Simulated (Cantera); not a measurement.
Input: 1 mol Si, 1.1 mol HCl, 17 mol H₂, equilibrated at 850 K.

These are equilibrium values from Cantera (NASA tables, ideal gas, pure condensed phases), not measurements of a reactor. Candidate condensed phases: Si; 19 gas species. The tables' values for SiCl₃ are old estimates; treat these amounts as uncertain. Kinetics and transport are ignored.

At 0.100 bar, list the 4 most abundant gas species with their mole fractions, and the condensed phases.

H₂ 0.981, SiCl₄ 0.0100, SiHCl₃ 0.00610, HCl 0.00267. Condensed: Si(s).
